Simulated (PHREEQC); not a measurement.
0.61 g of hydrous ferric oxide (600 m²/g; 0.2 weak and 0.005 strong sites per Fe, Dzombak-Morel constants, diffuse double layer) in 1 kg of water with 0.001 mol/kgw of an inert sodium salt, at 25 °C; the pH is set by adding NaOH or the inert anion's acid. Oxygen alone is held at its pressure in air (log pO2 = -0.68). CO2 from the air is kept out. Precipitation was switched off in this run.

All values are PHREEQC results (ion-association model, wateq4f.dat), not measurements.

### Question
Predict surface charge σ (C/m²), surface potential ψ (mV) at pH = 3.5, 5.5, 6.5, 9.

### Answer
| pH | surface charge σ (C/m²) | surface potential ψ (mV) |
|---|---|---|
| 3.5 | 0.184 | 223 |
| 5.5 | 0.032 | 145 |
| 6.5 | 0.011 | 92 |
| 9 | -0.004 | -51 |

The oxide is taken as insoluble; below pH 4 it would dissolve.
